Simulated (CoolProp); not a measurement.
Model: reference Helmholtz-energy equation of state, Lemmon 2006, in CoolProp. It is a short technical equation, of lower accuracy than the large ones.

Give the vapour pressure (kPa), liquid density (kg/m³), vapour density (kg/m³), liquid viscosity (µPa s) of saturated C2F6 (R116) at 194.6 K.


| T (K) | p (kPa) | liquid density (kg/m³) | vapour density (kg/m³) | liquid viscosity (µPa s) |
|---|---|---|---|---|
| 194.6 | 98.9 | 1610 | 8.82 | 427 |

Viscosity comes from a separate model (Huber 2003), an estimate that may be off by 10 % or more.
